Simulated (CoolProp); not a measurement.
The fluid at 261.82 K and 0.0466 MPa is throttled through a valve to 0.00417 MPa with no heat exchange. The same conditions are run with several fluids, on thermodynamics alone (safety and materials aside).

The numbers come from the reference Helmholtz-energy equation of state of each fluid (ammonia: Gao 2020; R407C: Lemmon 2003; R13: Platzer 1990; R404A: Lemmon 2003; R124: de Vries 1995) in CoolProp. The equations of Platzer and Polt are older, rougher fits. Blends and air are pseudo-pure fits.

### Question
Rank ammonia, R407C, R13, R404A, R124 by temperature change (K), highest first.

### Answer
R13 (-0.7), R404A (-1.2), R407C (-1.4), R124 (-1.5), ammonia (-2.1)

| fluid | final density (kg/m³) |
|---|---|
| ammonia | 0.0329 |
| R407C | 0.166 |
| R13 | 0.201 |
| R404A | 0.188 |
| R124 | 0.263 |
